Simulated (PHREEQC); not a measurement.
Solution (25 °C): 1.3 mol/kgw HBr, 0.00043 mol/kgw NH4HF2 and 0.00029 mol/kgw (CH3)4NCl. Closed to the air; pH follows from the charge balance.

Computed with PHREEQC (ion-association model, wateq4f.dat).

Each row changes one thing in this solution. This is a speciation only: nothing precipitates in the calculation.

```tsv
case	pH	H2F2 (mol/kgw)	F- (mol/kgw)	HF2- (mol/kgw)
as made	0.02	2.56e-6	1.43e-6	6.33e-9
(CH3)4NCl from 0.00029 to 0.000145 mol/kgw	0.02	2.56e-6	1.43e-6	6.33e-9
NH4HF2 from 0.00043 to 0.0043 mol/kgw	0.02	0.000232	1.37e-5	5.75e-7
NH4HF2 replaced by HBF4 at the same molality	0.02	1.01e-5	(withheld)	2.48e-8
NH4HF2 from 0.00043 to 0.00086 mol/kgw	0.02	1.01e-5	2.85e-6	(withheld)
(CH3)4NCl left out	0.02	2.56e-6	1.43e-6	6.33e-9
temperature from 25 to 35 °C	0.02	1.78e-6	(withheld)	5.72e-9
HBr replaced by LiBr at the same molality	3.63	4.24e-8	0.000749	4.26e-7
diluted 100-fold with water	1.93	1.71e-10	5.18e-7	(withheld)
```

Q: Some entries are withheld; supply them.

A: 
- NH4HF2 replaced by HBF4 at the same molality, F- (mol/kgw): 2.84e-6
- NH4HF2 from 0.00043 to 0.00086 mol/kgw, HF2- (mol/kgw): 2.50e-8
- temperature from 25 to 35 °C, F- (mol/kgw): 1.21e-6
- diluted 100-fold with water, HF2- (mol/kgw): 1.61e-11

The ionic strength passes 0.7 mol/kgw, the rough limit of the ion-association models, in as made; (CH3)4NCl from 0.00029 to 0.000145 mol/kgw; NH4HF2 from 0.00043 to 0.0043 mol/kgw; NH4HF2 replaced by HBF4 at the same molality; NH4HF2 from 0.00043 to 0.00086 mol/kgw; (CH3)4NCl left out; temperature from 25 to 35 °C; HBr replaced by LiBr at the same molality. Complexes and solids missing from the database can't appear. (CH3)4N+ isn't in the database: it is added as a free cation with an ion size of 4 Å.
